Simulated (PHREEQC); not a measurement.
## Spent oxide etchant: speciation

Make-up at 45 °C: 0.3 mol HF, 8.7e-05 mol H2SiF6, 0.14 mol HBF4 and 0.00029 mol HNO3 per kg of water. Closed to the air; pH follows from the charge balance.

Equilibrium calculation in PHREEQC: ion-association model, phreeqc.dat.

No solid was allowed to form.

Task: What pH, activity of water does the model give?

Result: pH 0.94; activity of water 0.990.

Task: In which forms is F present?

Result: BF4- 65 %, HF 34 % of the F.

At this temperature some constants are extrapolated from 25 °C, and those without enthalpy data are left unchanged. SiF6-2 is the database's only silicon fluoride. Real BF4- forms and hydrolyses slowly; the run takes it at equilibrium.
